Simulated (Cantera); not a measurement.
Charge: 1 mol Cu, 0.29 mol NH3, 50 mol H2, held at 100 Torr.

Equilibrium computed with Cantera from the NASA thermochemical tables; the gas is ideal and each condensed phase is pure. Candidate condensed phases: Cu; 11 gas species. Kinetics and transport are ignored.

**Question.** Which condensed phases are stable at each of these points (T (K)): 1100, 1150, 1200, 1250, 1300, 1350, 1400, 1450, 1500, 1550, 1600, 1650, 1700, 1750?

**Answer.** 
```
T (K)  condensed phases  Cu condensed (%)
-----  ----------------  ----------------
1100              Cu(s)             100.0
1150              Cu(s)             100.0
1200              Cu(s)             100.0
1250              Cu(s)             100.0
1300              Cu(s)             100.0
1350              Cu(s)             100.0
1400              Cu(l)              99.9
1450              Cu(l)              99.9
1500              Cu(l)              99.7
1550              Cu(l)              99.3
1600              Cu(l)              98.5
1650              Cu(l)              96.9
1700              Cu(l)              94.0
1750              Cu(l)              88.6
```

From 1100 K to 1350 K the condensed part is Cu(s). From 1400 K to 1750 K the condensed part is Cu(l).
